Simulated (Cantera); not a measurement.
## Transport properties of process gases

Gas mixture: 100 % H₂, at 0.00138 atm, frozen composition.

Cantera's kinetic-theory transport with the Lennard-Jones parameters of GRI-Mech 3.0, ideal gas; thermal conductivity in the mixture-averaged form.

```
T (K)  ρ (kg/m³)  cp (J/kg/K)  μ (µPa s)  λ (mW/m/K)     Pr  D (cm²/s) N₂  D (cm²/s) NH₃  D (cm²/s) CH₄
-----  ---------  -----------  ---------  ----------  -----  ------------  -------------  -------------
400      8.49e-5        14520       10.9         229  0.689           918            978            874
600      5.66e-5        14510       14.1         298  0.688          1810           1990           1730
800      4.24e-5        14690       17.0         363  0.689          2920           3260           2800
1000     3.39e-5        14960       19.7         428  0.687          4230           4750           4060
1200     2.83e-5        15380       22.1         494  0.689          5730           6450           5490
1400     2.42e-5        15800       24.4         559  0.690          7390           8340           7090
1600     2.12e-5        16220       26.6         625  0.691          9220          10400           8840
1800     1.89e-5        16620       28.7         690  0.692         11200          12700          10700
2000     1.70e-5        16990       30.8         754  0.693         13300          15100          12800
```
D: mixture-averaged diffusion coefficient of that species in the mixture.
